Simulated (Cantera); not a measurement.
A freely propagating, adiabatic, planar premixed flame of 44.2 % H2, 11.1 % O2, 41.6 % N2, 3.18 % H2O, equivalence ratio 2.0, unburnt at 673 K and 300 Torr; mixture-averaged transport, grid criteria slope 0.08 and curve 0.16, no radiation.

Cantera simulation using the H2/O2 subset of GRI-Mech 3.0, which has no nitrogen chemistry; the numbers are that mechanism's predictions, not measurements. Burning velocities carry a grid error of a few per cent, more on coarse grids.

Q: Predict: laminar burning velocity; thermal thickness; peak x(HO2); peak x(H2O2); peak x(H); peak x(O).

A: 
```json
{
 "laminar_burning_velocity": "975 cm/s",
 "thermal_thickness": "1.54 mm",
 "peak x(HO2)": "0.000106",
 "peak x(H2O2)": "1.50e-6",
 "peak x(H)": "0.111",
 "peak x(O)": "0.00494"
}
```
